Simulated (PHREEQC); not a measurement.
Acid rinse or clean

Make-up at 25 °C: 80 mmol/kgw H2SO4, 23 mmol/kgw CuSO4 and 16 mmol/kgw CuCl2. Closed to the air; pH follows from the charge balance.

The numbers come from PHREEQC with the ion-association model, phreeqc.dat.

This is a speciation only: nothing precipitates in the calculation.

**Question.** What pH, density does the model give?

**Answer.** pH 1.13; density 1.007 g/cm³.

**Question.** In which forms is Cu present?

**Answer.** Cu+2 68 %, CuSO4 30 %, CuCl+ 1.9 % of the Cu.

Complexes and solids missing from the database can't appear.
